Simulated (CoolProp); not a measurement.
Vapour-liquid equilibrium of R113 (1) + n-heptane (2) at 0.149 MPa; x and y are mole fractions of (1).

Model: multi-fluid Helmholtz-energy mixture model, Marx 1992 and Span 2003; pair parameters Bell 2016, in CoolProp.

```tsv
x	bubble temperature (°C)	y at the bubble point	dew temperature at overall composition x (°C)	liquid density (mol/L)
0.05	106.1	(withheld)	110.5	6.105
0.2	91.7	0.536	105.5	6.405
0.35	81.8	0.716	99.9	6.680
0.5	74.6	(withheld)	93.4	6.944
0.65	69.2	0.888	85.7	7.210
0.8	64.8	0.940	76.1	7.486
0.95	61.0	0.985	64.0	(withheld)
```

What belongs in the gaps?


- 0.05, y at the bubble point: 0.185
- 0.5, y at the bubble point: 0.819
- 0.95, liquid density (mol/L): 7.782

No azeotrope shows between x = 0.05 and 0.95.

Pair parameters are fitted to limited data, so mixtures are less certain than the pure fluids.
